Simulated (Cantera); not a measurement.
What does this Cantera script print?

```python
import numpy as np
import cantera as ct

gas_names = """
    OH
""".split()
cond_names = """
    Li(cr) Li(L) LiOH(s) LiOH(L)
""".split()


# ... load() reads the species with a 1 bar reference pressure and builds the phases ...
species = {s.name: s for s in load("nasa_gas.yaml", gas_names) + load("nasa_condensed.yaml", cond_names)}
# Each term lists the table entries of one substance; the one whose range holds T is used.
reactions = {
    'OH(g) + Li = LiOH':
        [(-1, ['OH']), (-1, ['Li(cr)', 'Li(L)']), (1, ['LiOH(s)', 'LiOH(L)'])],
}


def pick(names, T):
    return next(species[n] for n in names if species[n].thermo.min_temp <= T <= species[n].thermo.max_temp)


results = []
for label, terms in reactions.items():
    print(label)
    print("     T/K   dH/kJ  dS/(J/K)   dG/kJ   log10 K")
    for T in [748, 948, 1148, 1348, 1548, 1748, 1948]:
        used = [(nu, pick(names, T)) for nu, names in terms]
        dH = sum(nu * s.thermo.h(T) for nu, s in used) / 1e6
        dS = sum(nu * s.thermo.s(T) for nu, s in used) / 1e3
        dG = dH - T * dS / 1e3
        logK = -dG * 1e6 / (ct.gas_constant * T * np.log(10))
        results.append((label, T, dH, dS, dG, logK, [s.name for _, s in used]))
        print(f"{T:8g} {dH:8.1f} {dS:8.1f} {dG:8.1f} {logK:8.2f}")
```

Result:

```
OH(g) + Li = LiOH
     T/K   dH/kJ  dS/(J/K)   dG/kJ   log10 K
     748   -503.8   -144.6   -395.7    27.63
     948   -498.2   -138.0   -367.4    20.25
    1148   -492.8   -132.7   -340.4    15.49
    1348   -487.5   -128.5   -314.3    12.18
    1548   -482.5   -125.0   -289.0     9.75
    1748   -477.7   -122.1   -264.2     7.90
    1948   -473.3   -119.7   -240.1     6.44
```

Standard-state values (1 bar) from the NASA 1993 polynomials, evaluated with Cantera. Condensed species are held in their standard states even where they would react or evaporate.
